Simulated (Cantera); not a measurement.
Silicon oxide and oxynitride deposition: SiH2Cl2 + NO + N2

Charge: 1 mol SiH2Cl2, 1.3 mol NO, 1.5 mol N2, held at 975 °C and 0.0133 bar.

Equilibrium computed with Cantera from the NASA thermochemical tables; the gas is ideal and each condensed phase is pure. Candidate condensed phases: H2O, NH4Cl, Si, SiO2, Si2N2O, Si3N4; 47 gas species. Mutual solubility and eutectic melting of coexisting phases are not modelled. The tables' values for SiCl3 are old estimates; treat these amounts as uncertain. The tables hold silica as quartz up to 1696 K and as liquid above; real silica turns to tridymite and cristobalite and melts near 1996 K. The numbers say what is thermodynamically allowed, not how fast it happens.

- x(N2): 0.500
- x(HCl): 0.459
- x(H2): 0.0269
- x(SiCl4): 0.0131
- x(SiCl3): 0.000318
- x(SiCl2): 5.54e-5
- x(SiHCl3): 2.71e-5
- x(Cl): 9.72e-6
- x(H2O): 2.03e-6
- n(SiO2(β-quartz)): 0.551 mol
- n(Si2N2O(s)): 0.198 mol
- gas amount: 3.900 mol
- log10 activity of Si(s) (absent): -5.55
